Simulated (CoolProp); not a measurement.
Vapour-liquid equilibrium of R13 (1) + R11 (2) at -16.65 °C; x and y are mole fractions of (1).

The numbers come from the multi-fluid Helmholtz-energy mixture model, Platzer 1990 and Jacobsen 1992; pair parameters Bell 2016 in CoolProp. This equation is an older, rougher fit; its heat capacities, sound speeds and derivatives of the liquid may be far off and weren't checked against measurements.

```
x     bubble pressure, mixture model (kPa)  bubble pressure, Raoult's law (kPa)  y, mixture model  y, Raoult's law
----  ------------------------------------  -----------------------------------  ----------------  ---------------
0.05                                 115.5                                80.63             0.840            0.781
0.2                                  365.8                                266.6             0.951            0.944
0.35                                 563.1                                452.6             0.970            0.973
0.5                                  722.4                                638.6             0.979            0.985
0.65                                 862.1                                824.7             0.984            0.992
0.8                                   1005                                 1011             0.990            0.996
0.95                                  1183                                 1197             0.997            0.999
```

The largest gap from Raoult's law is +43.2 % in bubble pressure, at x = 0.05. No azeotrope shows between x = 0.05 and 0.95.

The pair parameters rest on a limited set of measurements; away from them the model extrapolates. The gap from Raoult's law changes sign with composition, which may be real or a fault of the pair parameters; it wasn't checked against measurements.
